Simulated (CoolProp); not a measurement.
Properties of dodecamethylcyclohexasiloxane (D6) along the isobar 1.39 MPa.

Computed with CoolProp (reference Helmholtz-energy equation of state, Colonna 2008). It is a short technical equation, of lower accuracy than the large ones.

```json
[
 {"T (°C)": "200.75", "phase": "liquid", "cp (kJ/(kg K))": "1.923", "cv (kJ/(kg K))": "1.745", "isothermal compressibility (1/MPa)": "0.008505"},
 {"T (°C)": "214.55", "phase": "liquid", "cp (kJ/(kg K))": "1.951", "cv (kJ/(kg K))": "1.769", "isothermal compressibility (1/MPa)": "0.009663"},
 {"T (°C)": "228.45", "phase": "liquid", "cp (kJ/(kg K))": "1.979", "cv (kJ/(kg K))": "1.793", "isothermal compressibility (1/MPa)": "0.01109"},
 {"T (°C)": "242.25", "phase": "liquid", "cp (kJ/(kg K))": "2.008", "cv (kJ/(kg K))": "1.816", "isothermal compressibility (1/MPa)": "0.01284"},
 {"T (°C)": "256.15", "phase": "liquid", "cp (kJ/(kg K))": "2.037", "cv (kJ/(kg K))": "1.839", "isothermal compressibility (1/MPa)": "0.01508"},
 {"T (°C)": "269.95", "phase": "liquid", "cp (kJ/(kg K))": "2.067", "cv (kJ/(kg K))": "1.861", "isothermal compressibility (1/MPa)": "0.01796"},
 {"T (°C)": "283.85", "phase": "liquid", "cp (kJ/(kg K))": "2.098", "cv (kJ/(kg K))": "1.883", "isothermal compressibility (1/MPa)": "0.02183"},
 {"T (°C)": "297.65", "phase": "liquid", "cp (kJ/(kg K))": "2.132", "cv (kJ/(kg K))": "1.904", "isothermal compressibility (1/MPa)": "0.02712"}
]
```
